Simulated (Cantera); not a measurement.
An isothermal, constant-pressure homogeneous reactor starts with 3.98 % C2H6, 95.5 % N2, 0.557 % H2O, at 1150 K and 1.68 atm.

Model: GRI-Mech 3.0 (53 species, 325 reactions), integrated in Cantera. GRI-Mech 3.0 stops at C3 and has no aromatics, soot or wall deposition, so with more carbon than oxygen in the feed, carbon stays in small species such as C2H2 where larger ones or solid carbon would form.

One state of this run: x C2H6 = 0.0372; x CH3 = 4.35e-6; x HCN = <1e-12; x CH4 = 0.000149; x C2H2 = 9.72e-6; x H2 = 0.00232; x CH2 = 3.13e-11. x: mole fraction; the columns are a selection and need not sum to one.

Task: Which value of t (s) does it belong to?
A. 0.00381
B. 0.00102
C. 2.00e-5
D. 0.0525

Result: A, 0.00381
